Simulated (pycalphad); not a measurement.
**Effect of Cu content in Si-Cu**

CALPHAD calculation (pycalphad, COST 507 light-alloy database (1999)), 1 atm. The database dates from 1999; later assessments differ in places, in temperatures and in the compounds included. Phase fractions are per mole of atoms.

Problem. One of these alloys has its liquidus at 1397 °C, its solidus at 801 °C, and holds DIAMOND_A4 0.96, CU19SI6_ETA 0.04 at 602 °C. Which?
A. Si-13.78Cu (wt.%)
B. Si-3.657Cu (wt.%)
C. Si-19.91Cu (wt.%)
D. Si-5.441Cu (wt.%)
E. Si-25.6Cu (wt.%)
F. Si-7.168Cu (wt.%)

Solution. F, Si-7.168Cu (wt.%). The others: Si-3.657Cu (wt.%), liquidus 1406, solidus 801; Si-5.441Cu (wt.%), liquidus 1402, solidus 801; Si-13.78Cu (wt.%), liquidus 1379, solidus 801; Si-19.91Cu (wt.%), liquidus 1359, solidus 801; Si-25.6Cu (wt.%), liquidus 1338, solidus 801

Database names, with the compositions (at.%) that they take in these runs: CU19SI6_ETA: Cu 76 Si 24. DIAMOND_A4 is diamond (Si).
